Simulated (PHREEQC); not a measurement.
# Spent oxide etchant: speciation

Solution (25 °C): 4 mmol/kgw HF, 26 mmol/kgw H2SiF6 and 1 mmol/kgw HCl. Closed to the air; pH follows from the charge balance.

Model: ion-association model, phreeqc.dat, run in PHREEQC.

The pH is 1.36 and the ionic strength comes out as 0.0772 mol/kgw. The density comes out as 1.000 g/cm³ and the total alkalinity is -161 meq/kg.

```tsv
species	molality	activity	log γ
H+	0.0519	0.0434	-0.078
SiF6-2	0.0254	0.0103	-0.389
HF	0.00766	0.00780	0.008
Cl-	0.00100	0.000785	-0.105
H4SiO4	0.000637	0.000648	0.008
F-	0.000153	0.000120	-0.107
HF2-	4.50e-6	3.58e-6	-0.099
```

No solid was allowed to form. Saturation is exceeded, for instance for Quartz (slow to form), Chalcedony (slow to form); the values hold only as long as no solid forms. Species that the database lacks are ignored. SiF6-2 is the database's only silicon fluoride.
